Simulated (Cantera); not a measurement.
Input (Python, Cantera):

```python
import numpy as np
import cantera as ct

gas = ct.Solution("gri30.yaml")
gas.TPX = 1323, 1000000, {'CH4': 1, 'H2O': 0.39}
reactor = ct.IdealGasConstPressureReactor(gas, energy="off", clone=False)
net = ct.ReactorNet([reactor])
net.rtol, net.atol = 1e-08, 1e-18
show = ['CH4', 'H2O', 'H', 'HCO', 'CO', 'CO2', 'H2O2']
times = np.geomspace(3e-06, 7, 13)

steps = ct.SolutionArray(gas, extra=["t"])
rows = []
print(f"{'t/s':>10s}{'T/K':>9s}{'P/Pa':>11s}" + "".join(f"{s:>11s}" for s in show))
for t in times:
    while net.time < t:
        t_next = net.step()
        steps.append(gas.state, t=t_next)
    rows.append([np.interp(t, steps.t, y) for y in (steps.T, steps.P, *steps(*show).X.T)])
    print(f"{t:10.3e}{rows[-1][0]:9.1f}{rows[-1][1]:11.4g}" + "".join(f"{x:11.3e}" for x in rows[-1][2:]))
rate = np.gradient(steps.T, steps.t)
print("integrator steps:", len(steps.t))
if steps.T.max() > steps.T[0] + 200:
    print(f"time of steepest temperature rise: {steps.t[rate.argmax()]:.4e} s")
gas.TPX = 1323, 1000000, {'CH4': 1, 'H2O': 0.39}
gas.equilibrate("TP")
print(f"equilibrium (TP): T = {gas.T:.1f} K  " + "  ".join(f"{s} {gas[s].X[0]:.3e}" for s in show))
```

Output:

```
       t/s      T/K       P/Pa        CH4        H2O          H        HCO         CO        CO2       H2O2
 3.000e-06   1323.0      1e+06  7.194e-01  2.806e-01  3.393e-10  7.623e-23  4.601e-21  3.008e-30  1.057e-19
 1.018e-05   1323.0      1e+06  7.194e-01  2.806e-01  3.395e-10  8.507e-21  1.445e-18  1.011e-26  2.426e-18
 3.455e-05   1323.0      1e+06  7.194e-01  2.806e-01  3.411e-10  9.990e-19  5.397e-16  4.142e-23  3.764e-17
 1.173e-04   1323.0      1e+06  7.194e-01  2.806e-01  3.525e-10  7.273e-17  1.520e-13  1.181e-19  2.915e-16
 3.979e-04   1323.0      1e+06  7.194e-01  2.806e-01  3.658e-10  9.165e-16  9.896e-12  4.935e-17  4.931e-16
 1.350e-03   1323.0      1e+06  7.193e-01  2.806e-01  3.851e-10  4.496e-15  1.968e-10  4.079e-15  5.166e-16
 4.583e-03   1323.0      1e+06  7.192e-01  2.806e-01  4.568e-10  2.251e-14  3.259e-09  2.430e-13  5.879e-16
 1.555e-02   1323.0      1e+06  7.185e-01  2.806e-01  7.612e-10  1.355e-13  6.322e-08  1.748e-11  7.954e-16
 5.278e-02   1323.0      1e+06  7.158e-01  2.804e-01  2.200e-09  5.739e-13  1.088e-06  1.330e-09  1.163e-15
 1.791e-01   1323.0      1e+06  7.054e-01  2.791e-01  7.949e-09  8.151e-13  8.503e-06  4.806e-08  1.264e-15
 6.078e-01   1323.0      1e+06  6.700e-01  2.743e-01  2.780e-08  8.871e-13  5.089e-05  9.616e-07  1.215e-15
 2.063e+00   1323.0      1e+06  5.822e-01  2.634e-01  1.032e-07  2.843e-12  3.793e-04  2.628e-05  2.128e-15
 7.000e+00   1323.0      1e+06  5.276e-01  2.540e-01  1.960e-07  1.711e-11  2.110e-03  6.554e-04  3.638e-15
integrator steps: 1199
equilibrium (TP): T = 1323.0 K  CH4 2.790e-01  H2O 4.912e-04  H 3.710e-07  HCO 2.378e-09  CO 1.790e-01  CO2 8.780e-05  H2O2 3.802e-21
```

Detailed kinetics in Cantera: GRI-Mech 3.0 (53 species, 325 reactions). GRI-Mech 3.0 stops at C3 and has no aromatics, soot or wall deposition, so with more carbon than oxygen in the feed, carbon stays in small species such as C2H2 where larger ones or solid carbon would form.
